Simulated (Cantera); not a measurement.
Charge: 1 mol C3H8, 0.0088 mol O2, 1.9 mol H2, 2.4 mol H2O, equilibrated at 1223 K and 1.00 bar.

Method: chemical equilibrium by Gibbs-energy minimisation in Cantera with the NASA 1993 tables (ideal gas, pure condensed phases). The numbers say what is thermodynamically allowed, not how fast it happens.

```
species             before     after
----------------  --------  --------
H2                   0.765     0.769
CO                   0.223     0.225
CH4                0.00779   0.00470
H2O                0.00343   0.00160
CO2               0.000687  0.000267
C(graphite), mol     0.544     0.552
```
Gas species are given as mole fractions.

Problem. What was changed between the two runs?
A. C3H8 replaced by C
B. temperature from 1223 K to 1298.15 K
C. C3H8 replaced by n-butane
D. temperature from 1223 K to 1648.15 K

Solution. B, temperature from 1223 K to 1298.15 K
